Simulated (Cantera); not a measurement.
## Ignition delay

Mixture: 8.11 % CH4, 19.3 % O2, 72.6 % N2, at 130000 Pa, adiabatic and at constant pressure. Ignition delay is the time to a rise of 400 K.

Detailed kinetics in Cantera: GRI-Mech 3.0 (53 species, 325 reactions).

| T0 (K) | delay (ms) |
|---|---|
| 1175 | 47.7 |
| 1225 | 23.5 |
| 1275 | 12.0 |
| 1325 | 6.36 |
| 1375 | 3.48 |
| 1425 | 1.97 |
| 1475 | 1.16 |
| 1525 | 0.706 |

```json
{
  "apparent activation energy between 1425 and 1525 K": "190 kJ/mol"
}
```
